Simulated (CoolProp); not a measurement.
Carbon monoxide along the isotherm 101.8 K: density (kg/m³) from the reference equation and from simpler models built on Tc = 132.9 K, pc = 3.498 MPa, ω = 0.050; each cubic takes its own stable root.

Values from CoolProp's reference Helmholtz-energy equation of state, Lemmon 2006. It is a short technical equation, of lower accuracy than the large ones.

| p (MPa) | phase | reference | van der Waals | Soave-Redlich-Kwong |
|---|---|---|---|---|
| 1.59 | liquid | 700.6 | 479.8 | 686.2 |
| 3.18 | liquid | 708.0 | 492.8 | 697.2 |
| 4.77 | liquid | 714.9 | 503.1 | 707.1 |
| 6.36 | liquid | 721.2 | 511.9 | 715.9 |
| 7.95 | liquid | 727.1 | 519.4 | 724.0 |
| 9.54 | liquid | 732.6 | 526.0 | 731.4 |
| 11.1 | liquid | 737.7 | 531.9 | 738.1 |
| 12.7 | liquid | 742.7 | 537.3 | 744.5 |
| 14.3 | liquid | 747.4 | 542.2 | 750.5 |
| 15.9 | liquid | 751.9 | 546.7 | 756.1 |
| 17.5 | liquid | 756.2 | 550.9 | 761.4 |
